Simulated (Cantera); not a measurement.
Input (Python, Cantera) and output of one run.

```python
import numpy as np
import cantera as ct

gas_names = [...]  # 151 gases of nasa_gas.yaml made of C, H, N, O, Si
cond_names = """
    C(gr) C6H6(L) C7H8(L) C8H18(L),n-octa H2O(s) H2O(L) Si(cr) Si(L) SiC(b) SiO2(Lqz) SiO2(hqz) SiO2(L)
    Si2N2O(s) Si3N4(a)
""".split()


# ... load() reads the species with a 1 bar reference pressure and builds the phases ...
atoms = {
    'SiH4': {'Si': 1, 'H': 4},
    'CO2': {'C': 1, 'O': 2},
    'NO': {'N': 1, 'O': 1},
}
top_T = {'C(gr)': 4500, 'SiC(b)': 3050, 'Si2N2O(s)': 2100, 'Si3N4(a)': 2400}  # K; cautious upper limits of use, not melting points


# ... equilibrate(T, P, feed) seeds the gas with the atoms and calls Mixture.equilibrate('TP', solver="vcs", rtol=1e-11, max_steps=5000) ...
results = []
feed = {'SiH4': 1, 'CO2': 1.3, 'NO': 8}  # mol
T = 698.15  # K
P = 1300  # Pa
mix = equilibrate(T, P, feed)
results.append((T, P, feed, dict(zip(mix.species_names, mix.species_moles))))
print(gas.report(threshold=0.001))
for i in range(1, mix.n_phases):
    print(f"{mix.phase(i).name:16s} {mix.phase_moles(i):12.5e} mol")
```

Result:

```
       temperature   698.15 K
          pressure   1300 Pa
           density   0.0064849 kg/m^3
  mean mol. weight   28.956 kg/kmol
   phase of matter   gas

                          1 kg             1 kmol
                     ---------------   ---------------
          enthalpy       -3.2366e+06       -9.3721e+07  J
   internal energy       -3.4371e+06       -9.9525e+07  J
           entropy            9392.1        2.7196e+05  J/K
    Gibbs function       -9.7937e+06       -2.8359e+08  J
 heat capacity c_p            1218.7             35289  J/K
 heat capacity c_v            931.54             26974  J/K

                      mass frac. Y      mole frac. X     chem. pot. / RT
                     ---------------   ---------------   ---------------
               CO2           0.21245           0.13978            -101.2
               H2O           0.13379           0.21505           -71.402
                N2           0.41611           0.43011           -29.213
                O2           0.23764           0.21505           -31.566
     [ +147 minor]        2.5044e-07        2.2792e-07

C(gr)             0.00000e+00 mol
Si(cr)            0.00000e+00 mol
SiC(b)            0.00000e+00 mol
SiO2(Lqz)         1.00000e+00 mol
Si2N2O(s)         0.00000e+00 mol
Si3N4(a)          0.00000e+00 mol
```

These are equilibrium values from Cantera (NASA tables, ideal gas, pure condensed phases), not measurements of a reactor.
